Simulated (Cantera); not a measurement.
# Stirred combustor or abatement burner

A perfectly stirred reactor is fed with 3.88 % CH4, 0.427 % C2H6, 20.1 % O2, 75.6 % N2, equivalence ratio 0.46, at 2400 Torr; it is adiabatic with a 623 K inlet, and is followed from long to short residence time, starting on the burning branch (τ in s: 0.035, 0.019, 0.01, 0.0057, 0.0031, 0.0017, 0.00092, 0.0005, 0.00027, 0.00015, 8.1e-05, 4.4e-05).

Cantera simulation using GRI-Mech 3.0 (53 species, 325 reactions); the numbers are that mechanism's predictions, not measurements.

```json
[
 {"τ (s)": "0.035", "T (K)": "1665", "x CH4": "1.75e-5", "x C2H6": "4.91e-7", "x O2": "0.108", "x H2": "2.72e-5", "x CH2": "1.96e-8", "x C2H": "1.45e-10"},
 {"τ (s)": "0.019", "T (K)": "1663", "x CH4": "2.62e-5", "x C2H6": "7.50e-7", "x O2": "0.108", "x H2": "4.08e-5", "x CH2": "3.43e-8", "x C2H": "2.13e-10"},
 {"τ (s)": "0.010", "T (K)": "1660", "x CH4": "4.02e-5", "x C2H6": "1.17e-6", "x O2": "0.108", "x H2": "6.28e-5", "x CH2": "6.08e-8", "x C2H": "3.08e-10"},
 {"τ (s)": "0.0057", "T (K)": "1656", "x CH4": "5.87e-5", "x C2H6": "1.72e-6", "x O2": "0.109", "x H2": "9.19e-5", "x CH2": "9.93e-8", "x C2H": "4.12e-10"},
 {"τ (s)": "0.0031", "T (K)": "1649", "x CH4": "8.93e-5", "x C2H6": "2.62e-6", "x O2": "0.109", "x H2": "0.000139", "x CH2": "1.67e-7", "x C2H": "5.41e-10"},
 {"τ (s)": "0.0017", "T (K)": "1639", "x CH4": "0.000137", "x C2H6": "4.02e-6", "x O2": "0.109", "x H2": "0.000210", "x CH2": "2.74e-7", "x C2H": "6.73e-10"},
 {"τ (s)": "0.00092", "T (K)": "1623", "x CH4": "0.000221", "x C2H6": "6.43e-6", "x O2": "0.110", "x H2": "0.000322", "x CH2": "4.49e-7", "x C2H": "7.87e-10"},
 {"τ (s)": "0.00050", "T (K)": "1597", "x CH4": "0.000383", "x C2H6": "1.11e-5", "x O2": "0.112", "x H2": "0.000506", "x CH2": "7.24e-7", "x C2H": "8.49e-10"},
 {"τ (s)": "0.00027", "T (K)": "623", "x CH4": "0.0388", "x C2H6": "0.00427", "x O2": "0.201", "x H2": "<1e-12", "x CH2": "<1e-12", "x C2H": "<1e-12"},
 {"τ (s)": "0.00015", "T (K)": "623", "x CH4": "0.0388", "x C2H6": "0.00427", "x O2": "0.201", "x H2": "<1e-12", "x CH2": "<1e-12", "x C2H": "<1e-12"},
 {"τ (s)": "8.1e-5", "T (K)": "623", "x CH4": "0.0388", "x C2H6": "0.00427", "x O2": "0.201", "x H2": "<1e-12", "x CH2": "<1e-12", "x C2H": "<1e-12"},
 {"τ (s)": "4.4e-5", "T (K)": "623", "x CH4": "0.0388", "x C2H6": "0.00427", "x O2": "0.201", "x H2": "<1e-12", "x CH2": "<1e-12", "x C2H": "<1e-12"}
]
```
x: mole fraction; the columns are a selection and need not sum to one.
